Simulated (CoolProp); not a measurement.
Vapour-liquid equilibrium of R1234yf (1) + R152A (2) at 150 kPa; x and y are mole fractions of (1).

Model: multi-fluid Helmholtz-energy mixture model, Lemmon 2022 and Outcalt 1996; pair parameters Bell 2023, in CoolProp.

```tsv
x	bubble temperature, mixture model (K)	bubble temperature, Raoult's law (K)	y, mixture model	y, Raoult's law
0.05	257.5	258.1	0.080	0.061
0.2	255.6	257.2	0.268	0.236
0.35	254.5	256.4	0.414	0.400
0.5	253.7	255.6	0.544	0.554
0.65	253.3	254.8	0.672	0.698
0.8	253.0	254.0	0.806	0.833
0.95	253.0	253.3	0.950	0.960
```

The largest gap from Raoult's law is -1.9 K in bubble temperature, at x = 0.35. y crosses x between x = 0.8 and 0.95: the model has an azeotrope there.

The pair parameters rest on a limited set of measurements; away from them the model extrapolates.
